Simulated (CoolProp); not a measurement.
Sulfur dioxide along the isobar 35 MPa: density (kg/m³) from the reference equation and from simpler models built on Tc = 157.5 °C, pc = 7.887 MPa, ω = 0.256; each cubic takes its own stable root.

Computed with CoolProp (reference Helmholtz-energy equation of state, Gao 2016).

```tsv
T (°C)	phase	reference
46.45	liquid	1379
72.15	liquid	1318
97.85	liquid	1254
123.45	liquid	1187
149.15	liquid	1115
174.85	supercritical	1038
200.55	supercritical	957.4
226.15	supercritical	873.7
251.85	supercritical	789.6
```

Task: How far does each simpler model (van der Waals, Redlich-Kwong, Soave-Redlich-Kwong, Peng-Robinson) lie from the reference over these 9 states: mean and median of the absolute difference, and the worst?

Result: 
- van der Waals: mean 28.9 %, median 30.5 %, worst -36.3 % at 46.45 °C and 35 MPa
- Redlich-Kwong: mean 9.9 %, median 10.8 %, worst -11.5 % at 46.45 °C and 35 MPa
- Soave-Redlich-Kwong: mean 10.6 %, median 10.4 %, worst -12.3 % at 251.85 °C and 35 MPa
- Peng-Robinson: mean 2.1 %, median 1.8 %, worst -4.8 % at 251.85 °C and 35 MPa
